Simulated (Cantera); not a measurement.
Charge: 1 mol CH3SiCl3, 0.035 mol C3H8, 5.6 mol H2, equilibrated at 2.33 Torr.

Equilibrium computed with Cantera from the NASA thermochemical tables; the gas is ideal and each condensed phase is pure. Candidate condensed phases: C, C6H6, C7H8, C8H18, Si, SiC; 109 gas species. The feed counts by its element totals alone. The tables' values for SiCl3 are old estimates; treat these amounts as uncertain. Rates play no part. All values below are at 1300 K.

Base state: H2 0.660, HCl 0.337, SiCl2 0.00136, SiCl4 0.000532, SiCl3 0.000349, SiHCl3 4.74e-5, H 1.61e-5, CH4 1.06e-5 (mole fractions); condensed: C(graphite) + SiC(s).

What changes in the equilibrium state with this change: CH3SiCl3 replaced by SiH4?


| species | before | after |
|---|---|---|
| H2 | 0.660 | 1.000 |
| H | 1.61e-5 | 1.99e-5 |
| CH4 | 1.06e-5 | 7.22e-8 |
| HCl | 0.337 | 0 |
| SiCl2 | 0.00136 | 0 |
| SiCl4 | 0.000532 | 0 |
| SiCl3 | 0.000349 | 0 |
| SiHCl3 | 4.74e-5 | 0 |
| C(graphite), mol | 0.125 | 0 |
| SiC(s), mol | 0.980 | 0.105 |
| Si(s), mol | 0 | 0.895 |
Mutual solubility and eutectic melting of coexisting phases are not modelled.
